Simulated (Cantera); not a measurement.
An isothermal, constant-pressure homogeneous reactor starts with 45.5 % CH4, 54.5 % CO2, at 1600 K and 760 Torr.

Cantera simulation using GRI-Mech 3.0 (53 species, 325 reactions); the numbers are that mechanism's predictions, not measurements.

One state of this run: x CH4 = 0.0275; x CO2 = 0.0864; x CH2CO = 3.83e-5; x OH = 7.89e-7; x O2 = 5.97e-12. x: mole fraction; the columns are a selection and need not sum to one.

Q: Which value of t (s) does it belong to?
A. 5.27
B. 0.000947
C. 0.939
D. 2.22

A: C, 0.939
